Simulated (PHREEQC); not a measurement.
Make-up at 25 °C: 0.00022 mol/kgw Ag2SO4, 0.0046 mol/kgw HBF4 and 0.0032 mol/kgw Zn(NO3)2. Closed to the air; pH follows from the charge balance.

Model: ion-association model, wateq4f.dat, run in PHREEQC.

No solid was allowed to form.

Task: Order these B species by the share of B that they hold, largest first: H3BO3, BF2(OH)2-, BF3OH-, BF4-.

Result: BF4- (68 %), H3BO3 (24 %), BF3OH- (6.2 %), BF2(OH)2- (2.1 %)

Task: Order these F species by the share of F that they hold, largest first: HF, F-, BF4-, BF2(OH)2-, BF3OH-.

Result: BF4- (68 %), HF (22 %), BF3OH- (4.7 %), F- (4.2 %), BF2(OH)2- (1.1 %)

The pH is 2.41 and the ionic strength 0.0143 mol/kgw. Complexes and solids missing from the database can't appear. Real BF4- forms and hydrolyses slowly; the run takes it at equilibrium.
